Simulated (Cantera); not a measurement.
A closed system holds: 1 mol MgO, 0.24 mol Cl2, 2 mol H2, equilibrated at 1673.15 K and 11.0 mbar.

Cantera equilibrium calculation (NASA polynomials, part measured and part estimated; ideal gas, pure solids and liquids). Candidate condensed phases: H2O, Mg, MgCl2, MgO, Mg(OH)2; 22 gas species. The numbers say what is thermodynamically allowed, not how fast it happens.

Base state: H2 0.785, HCl 0.169, H2O 0.0226, MgCl2 0.0224, H 0.000963, Mg 0.000174, Cl 0.000162, MgCl 5.19e-5 (mole fractions); condensed: MgO(s).

### Question
What changes in the equilibrium state with this change: MgO replaced by Al?

### Answer
```
species        before     after
-----------  --------  --------
H2              0.785     0.792
AlCl                0     0.190
Al                  0    0.0154
HCl             0.169  0.000107
H2O            0.0226         0
MgCl2          0.0224         0
AlH                 0  0.000944
Mg           0.000174         0
MgCl          5.19e-5         0
AlCl2               0   4.77e-5
Cl           0.000162   1.02e-7
MgO(s), mol     0.949         0
Al(l), mol          0     0.479
```
The tables' values for AlCl2 are old estimates; treat these amounts as uncertain. Further candidate phases: Al, AlCl3.

### Question
What changes in the equilibrium state with this change: temperature from 1673.15 K to 1000 K?

### Answer
```csv
species,before,after
H2,0.785,0.786
HCl,0.169,0.212
H2O,0.0226,0.000917
MgCl2,0.0224,0.000917
Mg,0.000174,<1e-9
MgCl,5.19e-5,<1e-9
H,0.000963,1.92e-8
Cl,0.000162,4.83e-9
"MgO(s), mol",0.949,0.998
```
